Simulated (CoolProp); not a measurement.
Ethanol along the isobar 92.5 bar: Z from the reference equation and from simpler models built on Tc = 514.7 K, pc = 62.68 bar, ω = 0.644; each cubic takes its own stable root.

Model: reference Helmholtz-energy equation of state, Schroeder 2014, in CoolProp.

| T (K) | phase | reference | van der Waals | Redlich-Kwong | Peng-Robinson |
|---|---|---|---|---|---|
| 199.5 | liquid | 0.2937 | 0.5422 | 0.3663 | 0.3163 |
| 240.3 | liquid | 0.2539 | 0.4657 | [?] | 0.2693 |
| 281.2 | liquid | 0.2259 | [?] | 0.2826 | 0.2375 |
| 322.1 | liquid | 0.2058 | 0.3767 | 0.2604 | 0.2160 |
| 362.9 | liquid | 0.1917 | [?] | [?] | [?] |
| 403.8 | liquid | 0.1831 | 0.3350 | 0.2402 | 0.1954 |
| 444.7 | liquid | 0.1807 | [?] | 0.2421 | 0.1972 |
| 485.6 | liquid | [?] | 0.3308 | 0.2569 | 0.2150 |

Question: Some entries are withheld; supply them.

Answer: 
- 240.3, Redlich-Kwong: 0.3160
- 281.2, van der Waals: 0.4134
- 362.9, van der Waals: 0.3514
- 362.9, Redlich-Kwong: 0.2466
- 362.9, Peng-Robinson: 0.2022
- 444.7, van der Waals: 0.3274
- 485.6, reference: 0.1873
